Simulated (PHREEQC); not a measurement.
Alkaline etch or developer (model solution)

Solution (25 °C): 56 mmol/kgw NH3, 21 mmol/kgw NaAlO2 and 12 mmol/kgw (CH3)4NCl. Closed to the air; pH follows from the charge balance.

Computed with PHREEQC (ion-association model, wateq4f.dat).

Precipitation was switched off in this run.

Q: Estimate the pH.

A: pH 10.99.

Q: In which forms is N present?

A: NH3 98 %, NH4+ 2.1 % of the N.

Examples of supersaturated solids here: Boehmite (slow to form), Gibbsite (slow to form). Others may be too. (CH3)4N+ isn't in the database: it is added as a free cation with an ion size of 4 Å.
